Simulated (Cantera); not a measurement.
Feed: 1 mol Ti, 0.22 mol CH4, equilibrated at 0.310 bar.

Cantera equilibrium calculation (NASA polynomials, part measured and part estimated; ideal gas, pure solids and liquids). Candidate condensed phases: C, C6H6, C7H8, C8H18, Ti, TiC; 77 gas species. Mutual solubility and eutectic melting of coexisting phases are not modelled. TiC: taken at fixed stoichiometry. Condensed phases not in the tables: N, O or C dissolved in the metal. Kinetics and transport are ignored.

Task: At 2150 K, list the 3 most abundant gas species with their mole fractions, and the condensed phases.

Result: H2 0.992, H 0.00755, Ti 0.000200. Condensed: Ti(l) + TiC(s).
